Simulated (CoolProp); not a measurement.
Values from CoolProp's reference Helmholtz-energy equation of state, Lemmon 2006. It is a short technical equation, of lower accuracy than the large ones.

Task: For carbon monoxide, give the phase and the cp (kJ/(kg K)), speed of sound (m/s) at 270 K and 3.89 MPa; 270 K and 17.5 MPa.

Result: 
- 270 K and 3.89 MPa: supercritical; cp 1.13, speed of sound 340
- 270 K and 17.5 MPa: supercritical; cp 1.40, speed of sound 398
